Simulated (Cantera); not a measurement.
A jet of 7.34 % CH4, 8.62 % O2, 84.0 % N2, equivalence ratio 1.7 at 300 K and 70.5 Torr hits a platinum plate 2.8 cm away at a mass flux of 0.022 kg/m²/s; the plate temperature is set and raised in steps from an oxygen-covered start.

Computed with Cantera and Deutschmann's 1995 Pt surface mechanism with GRI-Mech 3.0 gas chemistry. Catalytic surfaces can have several steady states; this one follows from the mechanism file's or the stated starting coverage.

x: mole fraction at the wall; θ: surface coverage.

```tsv
plate T (K)	wall x CH4	wall x O2	wall x H2O	wall x OH	wall x CO	wall x CO2	θ free Pt	θ H*	θ CO*	θ C*
900	0.0215	0.00710	0.0892	<1e-8	0.0539	0.000121	0.363	0.00124	0.226	0.410
950	…	…	0.0866	<1e-8	…	0.000128	…	…	0.154	0.396
1000	0.00777	0.00268	0.0831	<1e-8	0.0676	0.000399	0.646	0.00261	0.159	0.192
1050	0.00489	0.00179	0.0809	<1e-8	0.0696	0.00145	0.818	0.00262	0.125	0.0553
1100	…	…	0.0789	<1e-8	0.0687	…	…	…	…	…
```

Some entries are withheld; supply them.


- 950, wall x CH4: 0.0154
- 950, wall x O2: 0.00510
- 950, wall x CO: 0.0601
- 950, θ free Pt: 0.448
- 950, θ H*: 0.00198
- 1100, wall x CH4: 0.00406
- 1100, wall x O2: 0.00155
- 1100, wall x CO2: 0.00351
- 1100, θ free Pt: 0.904
- 1100, θ H*: 0.00237
- 1100, θ CO*: 0.0763
- 1100, θ C*: 0.0176
